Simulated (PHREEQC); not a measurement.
NaOH is added in steps, without added water, to 1 kg of water holding 31 mmol/kgw Cu(NO3)2, 100 mmol/kgw HNO3 and 0.35 mmol/kgw Na2SO4, at 20 °C. O2 is buffered at 0.21 atm. No CO2 enters from the air. Solids allowed: Cu(OH)2, Brochantite, Antlerite, Cu2(OH)3NO3, Mirabilite, Chalcanthite. Others were left out.

Base run: PHREEQC, ion-association model, wateq4f.dat. Each further column changes one thing. The table gives SO4-2 (mol/kgw).

| NaOH added (mol) | base | Cu(NO3)2 replaced by Ni(NO3)2 at the same molality | temperature from 20 to 75 °C | Cu(NO3)2 from 0.031 to 0.0062 mol/kgw | no solid may form |
|---|---|---|---|---|---|
| 0 | 7.91e-5 | 8.02e-5 | 2.99e-5 | 7.84e-5 | 7.91e-5 |
| 0.017 | 8.83e-5 | 8.96e-5 | 3.50e-5 | 8.90e-5 | 8.83e-5 |
| 0.02975 | 9.66e-5 | 9.83e-5 | 4.00e-5 | 9.91e-5 | 9.66e-5 |
| 0.04675 | 0.000111 | 0.000113 | 4.95e-5 | 0.000117 | 0.000111 |
| 0.06375 | 0.000129 | 0.000132 | 6.50e-5 | 0.000142 | 0.000129 |
| 0.0765 | 0.000148 | 0.000152 | 8.49e-5 | 0.000169 | 0.000148 |
| 0.0935 | 0.000184 | 0.000190 | 0.000143 | 0.000228 | 0.000184 |
| 0.1062 | 1.12e-5 | 0.000215 | 0.000199 | 5.04e-6 | 0.000215 |
| 0.1232 | 1.03e-5 | 0.000230 | 0.000221 | 0.000289 | 0.000259 |
| 0.1403 | 9.44e-6 | 0.000248 | 0.000255 | 0.000285 | 0.000285 |
| 0.153 | 1.00e-5 | 0.000266 | 0.000270 | 0.000282 | 0.000283 |
| 0.17 | 0.000278 | 0.000278 | 0.000267 | 0.000278 | 0.000278 |

The database's constant for dissolved Cu(OH)2 is higher than later reviews accept. The database's Ni(OH)2 is the aged solid; a fresh precipitate is more soluble. Constants without temperature data keep their 25 °C values here. In at least one series the solution becomes supersaturated in solids that the run did not let form, among them Cu(OH)2, Brochantite, Antlerite, Cu2(OH)3NO3. Solids allowed in the column 'Cu(NO3)2 replaced by Ni(NO3)2 at the same molality': Ni(OH)2, Ni4(OH)6SO4, Mirabilite, Morenosite.
